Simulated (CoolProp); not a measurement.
The numbers come from the reference Helmholtz-energy equation of state, Thol 2019 in CoolProp.

Question: Give the vapour pressure (kPa), enthalpy of vaporisation (kJ/kg), liquid cp (kJ/(kg K)), vapour Z of saturated tetradecamethylhexasiloxane (MD4M) at 237.25, 257.35 °C.

Answer: 
```json
[
 {"T (°C)": "237.25", "p (kPa)": "60.2", "enthalpy of vaporisation (kJ/kg)": "105", "liquid cp (kJ/(kg K))": "2.15", "vapour Z": "0.917"},
 {"T (°C)": "257.35", "p (kPa)": "96.2", "enthalpy of vaporisation (kJ/kg)": "98.1", "liquid cp (kJ/(kg K))": "2.20", "vapour Z": "0.883"}
]
```
